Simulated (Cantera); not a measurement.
Mixture: CH₄ : O₂ : N₂ : H₂O = 1 : 0.909 : 2.82 : 0.43 (molar parts), equivalence ratio 2.2, at 101000 Pa, adiabatic and at constant volume. Ignition delay is the time to a rise of 400 K.

Detailed kinetics in Cantera: GRI-Mech 3.0 (53 species, 325 reactions).

Task: What does this change do: N2 2.82 to 5.2 parts?

Result: 
| quantity | before | after |
|---|---|---|
| delay at 1023 K | 1.05 s | 1.70 s |
| delay at 1123 K | 0.212 s | 0.347 s |
| delay at 1223 K | 50.3 ms | 82.5 ms |
| delay at 1323 K | 13.5 ms | 21.8 ms |
| delay at 1423 K | 3.95 ms | 6.25 ms |
| delay at 1523 K | 1.28 ms | 1.96 ms |
| apparent activation energy between 1323 and 1523 K | 200 kJ/mol | 200 kJ/mol |
